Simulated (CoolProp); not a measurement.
Vapour-liquid equilibrium of R134a (1) + methanol (2) at 27.45 °C; x and y are mole fractions of (1).

Model: multi-fluid Helmholtz-energy mixture model, Tillner-Roth 1994 and de Reuck 1993; pair parameters Bell 2016, in CoolProp.

```csv
x,bubble pressure (kPa),y at the bubble point,dew pressure at overall composition x (kPa),liquid density (mol/L)
0.05,139.2,___,20.29,___
0.125,259.2,0.927,22.01,22.30
0.2,333.6,0.944,24.05,21.10
0.275,381.8,0.952,26.52,19.98
0.35,415.9,0.957,29.56,18.92
0.425,443.2,0.960,___,___
0.5,468.2,0.964,___,16.99
0.575,493.6,0.967,45.16,16.10
0.65,521.4,___,54.82,15.26
0.725,552.7,0.975,69.75,14.45
0.8,___,0.981,95.84,13.68
0.875,630.4,0.987,153.0,12.93
0.95,678.7,0.994,369.3,12.21
```

Q: Some entries are withheld; supply them.

A: 
- 0.05, y at the bubble point: 0.862
- 0.05, liquid density (mol/L): 23.57
- 0.425, dew pressure at overall composition x (kPa): 33.40
- 0.425, liquid density (mol/L): 17.93
- 0.5, dew pressure at overall composition x (kPa): 38.40
- 0.65, y at the bubble point: 0.971
- 0.8, bubble pressure (kPa): 588.7

No azeotrope shows between x = 0.05 and 0.95.

The pair parameters rest on a limited set of measurements; away from them the model extrapolates. With so large a gap from Raoult's law the liquid may split in two, which this calculation doesn't test in full.
